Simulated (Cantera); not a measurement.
# c-C₄F₈ + H₂ (fluorocarbon and chlorocarbon gases)

A closed system holds: 1 mol c-C₄F₈, 2.1 mol H₂, at 0.180 Torr.

These are equilibrium values from Cantera (NASA tables, ideal gas, pure condensed phases), not measurements of a reactor. Candidate condensed phases: C, C₆H₆, C₇H₈, C₈H₁₈; 95 gas species. The feed counts by its element totals alone. Condensed phases not in the tables: fluorocarbon polymer. Gases not in the tables: C₂F₆ and larger saturated fluorocarbons. The numbers say what is thermodynamically allowed, not how fast it happens.

```json
[
 {"T (K)": "750", "x HF": "0.816", "x CF₄": "0.184", "x CF₂": "<1e-12", "x F": "<1e-12", "x CF₃": "<1e-12", "x CF": "<1e-12", "x CHF₃": "7.84e-9", "x H": "<1e-12", "n C(graphite)": "3.05"},
 {"T (K)": "900", "x HF": "0.816", "x CF₄": "0.184", "x CF₂": "3.41e-10", "x F": "3.08e-11", "x CF₃": "3.62e-10", "x CF": "<1e-12", "x CHF₃": "2.44e-8", "x H": "<1e-12", "n C(graphite)": "3.05"},
 {"T (K)": "1050", "x HF": "0.816", "x CF₄": "0.184", "x CF₂": "7.56e-8", "x F": "1.28e-8", "x CF₃": "2.84e-8", "x CF": "<1e-12", "x CHF₃": "5.49e-8", "x H": "4.67e-12", "n C(graphite)": "3.05"},
 {"T (K)": "1200", "x HF": "0.816", "x CF₄": "0.184", "x CF₂": "4.28e-6", "x F": "1.18e-6", "x CF₃": "7.44e-7", "x CF": "6.49e-12", "x CHF₃": "1.01e-7", "x H": "2.06e-10", "n C(graphite)": "3.05"},
 {"T (K)": "1350", "x HF": "0.815", "x CF₄": "0.184", "x CF₂": "9.79e-5", "x F": "4.00e-5", "x CF₃": "9.38e-6", "x CF": "1.46e-9", "x CHF₃": "1.63e-7", "x H": "3.99e-9", "n C(graphite)": "3.05"},
 {"T (K)": "1500", "x HF": "0.815", "x CF₄": "0.183", "x CF₂": "0.00118", "x F": "0.000669", "x CF₃": "7.06e-5", "x CF": "1.10e-7", "x CHF₃": "2.38e-7", "x H": "4.32e-8", "n C(graphite)": "3.05"},
 {"T (K)": "1650", "x HF": "0.808", "x CF₄": "0.176", "x CF₂": "0.00884", "x F": "0.00667", "x CF₃": "0.000357", "x CF": "3.73e-6", "x CHF₃": "3.18e-7", "x H": "3.06e-7", "n C(graphite)": "3.04"}
]
```
x: gas mole fraction; n: condensed amount in mol.

From 750 K to 1650 K the condensed part is C(graphite). The main C-bearing gas is CF₄ throughout.
